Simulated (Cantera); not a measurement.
Feed: 1 mol TiO₂, 600 mol H₂, at 1 atm.

These are equilibrium values from Cantera (NASA tables, ideal gas, pure condensed phases), not measurements of a reactor. Candidate condensed phases: H₂O, Ti, TiO, TiO₂, Ti₂O₃, Ti₃O₅, Ti₄O₇; 12 gas species. The numbers say what is thermodynamically allowed, not how fast it happens. All values below are at 1575 K.

Base state: H₂ 0.999, H₂O 0.000556, H 4.13e-5 (mole fractions); condensed: Ti₃O₅(s).

Q: What changes in the equilibrium state with this change: TiO₂ replaced by Fe₃O₄?

A: 
```json
[
 {"species": "H₂", "before": "0.999", "after": "0.993"},
 {"species": "H₂O", "before": "0.000556", "after": "0.00667"},
 {"species": "H", "before": "4.13e-5", "after": "4.11e-5"},
 {"species": "Ti₃O₅(s), mol", "before": "0.333", "after": "0"},
 {"species": "Fe(γ), mol", "before": "0", "after": "3.00"}
]
```
Further candidate phases: Fe, FeO, Fe(OH)₂, Fe(OH)₃, Fe₂O₃, Fe₃O₄.
